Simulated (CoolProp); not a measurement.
Hydrogen sulfide at several states: fugacity coefficient from the reference equation and from simpler models built on Tc = 100.0 °C, pc = 8.999 MPa, ω = 0.101; each cubic takes its own stable root.

Computed with CoolProp (reference Helmholtz-energy equation of state, Lemmon 2006). It is a short technical equation, of lower accuracy than the large ones.

```csv
T (°C),p (MPa),phase,reference
154.85,0.25,gas,0.9941
265.35,4.75,gas,0.9512
128.45,43.1,supercritical,0.3287
176.25,21.8,supercritical,0.6188
-52.95,31.6,liquid,0.008250
```

Question: How far does each simpler model (van der Waals, Redlich-Kwong, Soave-Redlich-Kwong, Peng-Robinson) lie from the reference over these 5 states: mean and median of the absolute difference, and the worst?

Answer: 
- van der Waals: mean 108.4 %, median 4.1 %, worst +521.9 % at -52.95 °C and 31.6 MPa
- Redlich-Kwong: mean 3.0 %, median 1.8 %, worst +9.3 % at -52.95 °C and 31.6 MPa
- Soave-Redlich-Kwong: mean 1.7 %, median 1.3 %, worst +5.4 % at 128.45 °C and 43.1 MPa
- Peng-Robinson: mean 2.6 %, median 3.2 %, worst -4.3 % at 176.25 °C and 21.8 MPa
